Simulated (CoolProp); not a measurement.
n-dodecane along the isobar 5.93 MPa: fugacity coefficient from the reference equation and from simpler models built on Tc = 658.1 K, pc = 1.818 MPa, ω = 0.574; each cubic takes its own stable root.

Computed with CoolProp (reference Helmholtz-energy equation of state, Lemmon 2004). It is a short technical equation, of lower accuracy than the large ones.

| T (K) | phase | reference | Redlich-Kwong | Soave-Redlich-Kwong |
|---|---|---|---|---|
| 361.9 | liquid | 0.0003161 | 0.004330 | 0.0003463 |
| 374.2 | liquid | 0.0005716 | 0.006278 | 0.0006239 |
| 386.5 | liquid | 0.0009845 | 0.008824 | 0.001073 |
| 398.7 | liquid | 0.001617 | ___ | 0.001762 |
| 411 | liquid | ___ | 0.01606 | 0.002796 |
| 423.2 | liquid | 0.003914 | 0.02091 | 0.004274 |
| 435.5 | liquid | 0.005803 | 0.02676 | ___ |
| 447.8 | liquid | 0.008358 | 0.03361 | 0.009177 |
| 460 | liquid | 0.01169 | 0.04147 | 0.01288 |
| 472.3 | liquid | 0.01600 | 0.05049 | 0.01769 |
| 484.6 | liquid | 0.02143 | 0.06064 | 0.02378 |

Complete the blanks.


- 398.7, Redlich-Kwong: 0.01204
- 411, reference: 0.002565
- 435.5, Soave-Redlich-Kwong: 0.006353
